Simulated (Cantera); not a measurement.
Charge: 1 mol TEOS, 8.1 mol H2O, held at 777 °C and 1.00 bar.

These are equilibrium values from Cantera (NASA tables, ideal gas, pure condensed phases), not measurements of a reactor. Candidate condensed phases: C, C6H6, C7H8, C8H18, H2O, Si, SiC, SiO2; 123 gas species. The feed counts by its element totals alone. The numbers say what is thermodynamically allowed, not how fast it happens.

Base state: H2 0.625, CO 0.271, H2O 0.0618, CO2 0.0315, CH4 0.0111 (mole fractions); condensed: SiO2(β-quartz).

What changes in the equilibrium state with this change: H2O from 8.1 to 0.37 mol?


```tsv
species	before	after
H2	0.625	0.774
CO	0.271	0.163
CH4	0.0111	0.0343
H2O	0.0618	0.0229
CO2	0.0315	0.00571
SiO2(β-quartz), mol	1.00	1.00
C(graphite), mol	0	5.56
```
